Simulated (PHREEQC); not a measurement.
A made-up water analysis in mg/L, 25 °C, pH 6.58, pe 2.7: Na 0.242; K 0.0189; Ca 0.0732; Mg 0.0452; Cl 0.14; S(6) as SO4 0.0972; Alkalinity as HCO3 0.716; Si as SiO2 0.0109.

Na is adjusted to close the charge balance.
Valence states are taken as typed.

The numbers come from PHREEQC with the ion-association model, phreeqc.dat.

The ionic strength is 2.27e-5 mol/kgw.

```csv
species,molality,activity,log γ
HCO3-,1.20e-5,1.19e-5,-0.002
Na+,9.85e-6,9.80e-6,-0.002
CO2,7.03e-6,7.03e-6,0.000
Cl-,3.95e-6,3.93e-6,-0.002
Mg+2,1.86e-6,1.82e-6,-0.010
Ca+2,1.83e-6,1.79e-6,-0.010
SO4-2,1.01e-6,9.89e-7,-0.010
K+,4.83e-7,4.81e-7,-0.002
H+,2.65e-7,2.63e-7,-0.002
H4SiO4,1.81e-7,1.81e-7,0.000
OH-,3.87e-8,3.85e-8,-0.002
CO3-2,2.17e-9,2.12e-9,-0.010
```

No solid was allowed to form.
